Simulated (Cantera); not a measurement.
An adiabatic, constant-volume homogeneous reactor starts with 9.09 % CH₄, 15.2 % O₂, 75.7 % N₂, at 1000 K and 1.01 bar.

Cantera simulation using GRI-Mech 3.0 (53 species, 325 reactions); the numbers are that mechanism's predictions, not measurements.

**Question.** Predict: time of steepest temperature rise; temperature at 6.00 s; equilibrium temperature; x(O₂) at 6.00 s; x(H) at 6.00 s; x(H₂O) at 6.00 s; x(H₂) at 6.00 s.

**Answer.** 
- time of steepest temperature rise: 1.51 s
- temperature at 6.00 s: 2643 K
- equilibrium temperature: 2643 K
- x(O₂) at 6.00 s: 0.00203 (gas-phase equilibrium 0.00203)
- x(H) at 6.00 s: 0.00414 (gas-phase equilibrium 0.00414)
- x(H₂O) at 6.00 s: 0.147 (gas-phase equilibrium 0.147)
- x(H₂) at 6.00 s: 0.0226 (gas-phase equilibrium 0.0226)
